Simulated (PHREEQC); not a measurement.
Make-up at 25 °C: 3.8 mmol/kgw KH2PO4 and 150 mmol/kgw HCl. Closed to the air; pH follows from the charge balance.

All values are PHREEQC results (ion-association model, phreeqc.dat), not measurements.

Precipitation was switched off in this run.

**Question.** Predict the pH, specific conductance.

**Answer.** pH 0.93; specific conductance 50900 µS/cm.

**Question.** In which forms is P present?

**Answer.** H3PO4 93 %, H2PO4- 7.2 % of the P.
